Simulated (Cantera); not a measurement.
An isothermal, constant-pressure homogeneous reactor starts with C₂H₄ : H₂ = 1 : 47 (molar parts), at 1773 K and 0.336 atm. Integrator tolerance rtol = 1e-08.

Detailed kinetics in Cantera: GRI-Mech 3.0 (53 species, 325 reactions). GRI-Mech 3.0 was tuned for natural gas; its chemistry of ethylene as a main component is partial and can be far from experiment. GRI-Mech 3.0 stops at C3 and has no aromatics, soot or wall deposition, so with more carbon than oxygen in the feed, carbon stays in small species such as C2H2 where larger ones or solid carbon would form.

Task: What does this change do: temperature 1773 to 1675 K?

Result: 
```tsv
quantity	before	after
x(C₂H₄) at 3.00 s	0.000174 (gas-phase equilibrium 0.000174)	0.000333 (gas-phase equilibrium 0.000330)
x(H₂) at 3.00 s	0.977 (gas-phase equilibrium 0.977)	0.976 (gas-phase equilibrium 0.976)
x(CH₄) at 3.00 s	0.00317 (gas-phase equilibrium 0.00318)	0.00625 (gas-phase equilibrium 0.00667)
x(H) at 3.00 s	0.000486 (gas-phase equilibrium 0.000486)	0.000198 (gas-phase equilibrium 0.000198)
x(C₂H) at 3.00 s	7.24e-8 (gas-phase equilibrium 7.23e-8)	1.72e-8 (gas-phase equilibrium 1.69e-8)
x(CH₂) at 3.00 s	1.74e-8 (gas-phase equilibrium 1.74e-8)	5.29e-9 (gas-phase equilibrium 5.62e-9)
```

Task: What does this change do: temperature 1773 to 1598 K?

Result: 
```
quantity                                              before                                      after
-----------------  -----------------------------------------  -----------------------------------------
x(C₂H₄) at 3.00 s  0.000174 (gas-phase equilibrium 0.000174)  0.000576 (gas-phase equilibrium 0.000522)
x(H₂) at 3.00 s          0.977 (gas-phase equilibrium 0.977)        0.975 (gas-phase equilibrium 0.973)
x(CH₄) at 3.00 s     0.00317 (gas-phase equilibrium 0.00318)     0.00895 (gas-phase equilibrium 0.0122)
x(H) at 3.00 s     0.000486 (gas-phase equilibrium 0.000486)    9.23e-5 (gas-phase equilibrium 9.07e-5)
x(C₂H) at 3.00 s     7.24e-8 (gas-phase equilibrium 7.23e-8)    4.89e-9 (gas-phase equilibrium 4.35e-9)
x(CH₂) at 3.00 s     1.74e-8 (gas-phase equilibrium 1.74e-8)    1.53e-9 (gas-phase equilibrium 1.99e-9)
```
